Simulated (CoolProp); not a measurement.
The fluid at 298.15 K and 0.122 MPa is throttled through a valve to 0.0455 MPa with no heat exchange. The same conditions are run with several fluids, on thermodynamics alone (safety and materials aside).

Values from CoolProp's reference Helmholtz-energy equation of state of each fluid (c-C4F8 (RC318): Platzer 1990; propyne: Polt 1992; R152A: Outcalt 1996; hydrogen sulfide: Lemmon 2006; methane: Setzmann 1991). The equations of Platzer and Polt are older, rougher fits.

Rank c-C4F8 (RC318), propyne, R152A, hydrogen sulfide, methane by temperature change (K), highest first.

methane (-0.3), c-C4F8 (RC318) (-1.2), hydrogen sulfide (-1.3), propyne (-1.8), R152A (-2.2)

| fluid | final density (kg/m³) |
|---|---|
| c-C4F8 (RC318) | 3.74 |
| propyne | 0.745 |
| R152A | 1.23 |
| hydrogen sulfide | 0.631 |
| methane | 0.295 |
